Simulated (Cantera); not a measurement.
## Ignition delay

Mixture: 10.4 % CH₄, 20.8 % O₂, 68.8 % N₂, at 0.480 bar, adiabatic and at constant volume. Ignition delay is the time to a rise of 400 K.

Cantera simulation using GRI-Mech 3.0 (53 species, 325 reactions); the numbers are that mechanism's predictions, not measurements.

| T0 (K) | delay (ms) |
|---|---|
| 1473 | 2.31 |
| 1548 | 1.15 |
| 1623 | 0.620 |
| 1698 | 0.361 |
| 1773 | 0.223 |

```
Property                                                Result
--------------------------------------------------  ----------
apparent activation energy between 1623 and 1773 K  160 kJ/mol
```
